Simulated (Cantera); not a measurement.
An isothermal, constant-pressure homogeneous reactor starts with 82.6 % NH3, 17.4 % H2, at 1550 K and 24.0 Torr.

Computed with Cantera and the gas-phase N/H chemistry of the illustrative SiF4/NH3 mechanism in the Surface Chemkin manual (1991). Walls and surfaces, which speed up NH3 decomposition in real reactors, are not modelled.

**Question.** Predict: x(NH3) at 60.0 s; x(H2) at 60.0 s; x(N2) at 60.0 s; x(H) at 60.0 s; x(NH2) at 60.0 s.

**Answer.** 
- x(NH3) at 60.0 s: 0.544 (gas-phase equilibrium 5.47e-7)
- x(H2) at 60.0 s: 0.379 (gas-phase equilibrium 0.774)
- x(N2) at 60.0 s: 0.0773 (gas-phase equilibrium 0.226)
- x(H) at 60.0 s: 2.27e-5 (gas-phase equilibrium 0.000156)
- x(NH2) at 60.0 s: 7.49e-5 (gas-phase equilibrium 2.53e-10)
